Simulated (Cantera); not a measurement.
Charge: 1 mol Si2H6, 0.14 mol HCl, 29 mol N2, 0.046 mol Cl2, at 1323.15 K and 1.65 Torr.

Equilibrium computed with Cantera from the NASA thermochemical tables; the gas is ideal and each condensed phase is pure. Candidate condensed phases: NH4Cl, Si, Si3N4; 28 gas species. The feed counts by its element totals alone. N2 is the only nitrogen source here; it is nearly inert below about 1500 K, so the nitride shown seldom forms there in practice. Kinetics and transport are ignored.

### Question
What is the equilibrium state?

### Answer
```
Quantity                             Result
--------------------------------  ---------
x(N2)                                 0.897
x(H2)                                0.0957
x(HCl)                              0.00750
x(H)                                1.05e-5
x(SiCl2)                            9.56e-6
n(Si3N4(s))                       0.667 mol
gas amount                        30.85 mol
log10 activity of Si(s) (absent)      -2.23
```
